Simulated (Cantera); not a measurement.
Mixture: CO : H2 : CH4 : O2 : N2 = 1 : 0.087 : 0.34 : 1.3 : 6.64 (molar parts), equivalence ratio 0.94, at 0.430 bar, adiabatic and at constant pressure. Ignition delay is the time to a rise of 400 K.

Detailed kinetics in Cantera: GRI-Mech 3.0 (53 species, 325 reactions).

**Question.** Predict: delay at 1273 K; delay at 1373 K; delay at 1473 K; delay at 1573 K; delay at 1673 K; apparent activation energy between 1573 and 1673 K.

**Answer.** 
```json
{
  "delay at 1273 K": "4.17 ms",
  "delay at 1373 K": "1.85 ms",
  "delay at 1473 K": "0.950 ms",
  "delay at 1573 K": "0.540 ms",
  "delay at 1673 K": "0.326 ms",
  "apparent activation energy between 1573 and 1673 K": "110 kJ/mol"
}
```
